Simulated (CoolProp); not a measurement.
Propylene at several states: fugacity coefficient from the reference equation and from simpler models built on Tc = 91.1 °C, pc = 4.555 MPa, ω = 0.146; each cubic takes its own stable root.

Values from CoolProp's reference Helmholtz-energy equation of state, Lemmon 2013.

```json
[
 {"T (°C)": "227.05", "p (MPa)": "22.6", "phase": "supercritical", "reference": "0.6260", "van der Waals": "[?]", "Redlich-Kwong": "0.6108", "Soave-Redlich-Kwong": "0.6718", "Peng-Robinson": "0.6155"},
 {"T (°C)": "-10.65", "p (MPa)": "0.0996", "phase": "gas", "reference": "0.9791", "van der Waals": "0.9860", "Redlich-Kwong": "0.9815", "Soave-Redlich-Kwong": "0.9806", "Peng-Robinson": "0.9796"},
 {"T (°C)": "-10.45", "p (MPa)": "0.0446", "phase": "gas", "reference": "0.9907", "van der Waals": "0.9938", "Redlich-Kwong": "0.9917", "Soave-Redlich-Kwong": "0.9913", "Peng-Robinson": "0.9909"},
 {"T (°C)": "-72.45", "p (MPa)": "22.2", "phase": "liquid", "reference": "[?]", "van der Waals": "[?]", "Redlich-Kwong": "0.004012", "Soave-Redlich-Kwong": "0.003051", "Peng-Robinson": "0.002872"}
]
```

Question: What belongs in the gaps?

Answer: 
- 227.05, van der Waals: 0.5854
- -72.45, reference: 0.002933
- -72.45, van der Waals: 0.03795
